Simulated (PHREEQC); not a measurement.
NaOH is added in steps, without added water, to 1 kg of water holding 42 mmol/kgw NaHCO3 and 40 mmol/kgw Na2SO4, at 60 °C. O2 is buffered at 0.21 atm. The system is closed to CO2. Only these solids could form: Mirabilite, Nahcolite, Natron.

Base run: PHREEQC, ion-association model, wateq4f.dat. Each further column changes one thing. The table gives pH.

```tsv
NaOH added (mol)	base	temperature from 60 to 25 °C	NaHCO3 from 0.042 to 0.021 mol/kgw	no solid may form
0	7.65	7.98	7.68	7.65
0.00705	8.47	9.06	8.91	8.47
0.0141	8.85	9.44	9.48	8.85
0.02115	9.14	9.74	10.20	9.14
0.02585	9.33	9.93	10.64	9.33
0.0329	9.66	10.26	10.98	9.66
0.03995	10.13	10.83	11.17	10.13
0.047	10.67	11.59	11.30	10.67
```

At this temperature some constants are extrapolated from 25 °C, and those without enthalpy data are left unchanged.
